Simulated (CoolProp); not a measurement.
The fluid at 298.15 K and 5.7 MPa is throttled through a valve to 2.25 MPa with no heat exchange. The same conditions are run with several fluids, on thermodynamics alone (safety and materials aside).

The numbers come from the reference Helmholtz-energy equation of state of each fluid (R1336mzz(E): Akasaka 2023; R410A: Lemmon 2003; R114: Platzer 1990; n-perfluorobutane: Gao 2022; R123: Younglove 1994) in CoolProp. The equations of Platzer and Polt are older, rougher fits. Blends and air are pseudo-pure fits.

Task: Rank R1336mzz(E), R410A, R114, n-perfluorobutane, R123 by temperature change (K), highest first.

Result: R123 (+1.2), R114 (+1.0), R1336mzz(E) (+0.8), n-perfluorobutane (+0.6), R410A (-0.6)

```
fluid              final density (kg/m³)
-----------------  ---------------------
R1336mzz(E)                         1330
R410A                               1070
R114                                1460
n-perfluorobutane                   1510
R123                                1470
```
